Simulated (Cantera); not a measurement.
Charge: 1 mol SiH2Cl2, 0.22 mol Cl2, 5.9 mol H2, held at 977 °C and 130 Pa.

Method: chemical equilibrium by Gibbs-energy minimisation in Cantera with the NASA 1993 tables (ideal gas, pure condensed phases). Candidate condensed phases: Si; 19 gas species. The tables' values for SiCl3 are old estimates; treat these amounts as uncertain. Equilibrium is a limit: real reactors are often held back by kinetics, nucleation or transport.

Base state: H2 0.787, HCl 0.140, SiCl2 0.0624, SiCl3 0.00617, SiCl4 0.00437, SiHCl3 0.000875, SiH2Cl2 2.39e-5, H 1.19e-5 (mole fractions); condensed: Si(s).

What changes in the equilibrium state with this change: pressure from 130 Pa to 100000 Pa?


```json
[
 {"species": "H2", "before": "0.787", "after": "0.871"},
 {"species": "HCl", "before": "0.140", "after": "0.0485"},
 {"species": "SiCl4", "before": "0.00437", "after": "0.0400"},
 {"species": "SiCl2", "before": "0.0624", "after": "0.00681"},
 {"species": "SiHCl3", "before": "0.000875", "after": "0.0255"},
 {"species": "SiH3Cl", "before": "1.81e-7", "after": "5.35e-5"},
 {"species": "SiH2Cl2", "before": "2.39e-5", "after": "0.00222"},
 {"species": "H", "before": "1.19e-5", "after": "4.51e-7"},
 {"species": "Si(s), mol", "before": "0.406", "after": "0.387"}
]
```

What changes in the equilibrium state with this change: Cl2 from 0.22 to 0.0099 mol?


```json
[
 {"species": "H2", "before": "0.787", "after": "0.813"},
 {"species": "HCl", "before": "0.140", "after": "0.128"},
 {"species": "SiCl2", "before": "0.0624", "after": "0.0508"},
 {"species": "SiCl4", "before": "0.00437", "after": "0.00290"},
 {"species": "SiCl3", "before": "0.00617", "after": "0.00453"},
 {"species": "SiHCl3", "before": "0.000875", "after": "0.000654"},
 {"species": "SiH2Cl2", "before": "2.39e-5", "after": "2.01e-5"},
 {"species": "H", "before": "1.19e-5", "after": "1.21e-5"},
 {"species": "Si(s), mol", "before": "0.406", "after": "0.537"}
]
```

What changes in the equilibrium state with this change: H2 from 5.9 to 170 mol?


```json
[
 {"species": "H2", "before": "0.787", "after": "0.986"},
 {"species": "HCl", "before": "0.140", "after": "0.0133"},
 {"species": "SiCl2", "before": "0.0624", "after": "0.000448"},
 {"species": "SiCl4", "before": "0.00437", "after": "2.26e-7"},
 {"species": "SiCl3", "before": "0.00617", "after": "3.76e-6"},
 {"species": "SiHCl3", "before": "0.000875", "after": "5.97e-7"},
 {"species": "Si(s), mol", "before": "0.406", "after": "0.922"}
]
```
